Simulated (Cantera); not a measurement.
Mixture: CH4 : H2 : O2 : N2 = 1 : 0.85 : 1.52 : 5.7 (molar parts), equivalence ratio 1.6, at 33000 Pa, adiabatic and at constant volume. Ignition delay is the time to a rise of 400 K.

Model: GRI-Mech 3.0 (53 species, 325 reactions), integrated in Cantera.

Q: Predict: delay at 1125 K; delay at 1275 K; delay at 1425 K; delay at 1575 K; delay at 1725 K; apparent activation energy between 1575 and 1725 K.

A: 
* **delay at 1125 K**: 6.45 ms
* **delay at 1275 K**: 1.74 ms
* **delay at 1425 K**: 0.635 ms
* **delay at 1575 K**: 0.289 ms
* **delay at 1725 K**: 0.149 ms
* **apparent activation energy between 1575 and 1725 K**: 99 kJ/mol
